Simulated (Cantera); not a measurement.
Silicon epitaxy and polysilicon growth: SiHCl3 + Cl2 + H2

Charge: 1 mol SiHCl3, 0.7 mol Cl2, 32 mol H2, at 100 Torr.

Equilibrium computed with Cantera from the NASA thermochemical tables; the gas is ideal and each condensed phase is pure. Candidate condensed phases: Si; 19 gas species. The tables' values for SiCl3 are old estimates; treat these amounts as uncertain. Kinetics and transport are ignored.

```csv
T (°C),x H2,x HCl,x SiCl4,x SiCl2,x SiHCl3,x SiCl3,n Si(s)
600,0.955,0.0154,0.0261,1.51e-6,0.00346,2.59e-5,0
650,0.953,0.0171,0.0246,1.09e-5,0.00490,8.16e-5,0
700,0.951,0.0190,0.0228,6.05e-5,0.00641,0.000219,0
750,0.949,0.0214,0.0208,0.000264,0.00780,0.000509,0
800,0.946,0.0244,0.0185,0.000914,0.00875,0.00103,0
850,0.940,0.0310,0.0159,0.00216,0.00830,0.00166,0.0321
900,0.933,0.0404,0.0131,0.00398,0.00703,0.00230,0.0879
950,0.924,0.0502,0.00983,0.00664,0.00558,0.00286,0.136
1000,0.916,0.0594,0.00665,0.00995,0.00410,0.00318,0.170
1050,0.910,0.0668,0.00400,0.0134,0.00276,0.00313,0.188
1100,0.905,0.0720,0.00217,0.0165,0.00172,0.00278,0.194
1150,0.902,0.0750,0.00109,0.0188,0.00102,0.00228,0.192
1200,0.900,0.0766,0.000538,0.0205,0.000594,0.00179,0.186
```
x: gas mole fraction; n: condensed amount in mol.

From 600 °C to 800 °C nothing is condensed. From 850 °C to 1200 °C the condensed part is Si(s). The main Si-bearing gas is SiCl4 at 600 °C and SiCl2 at 1200 °C.
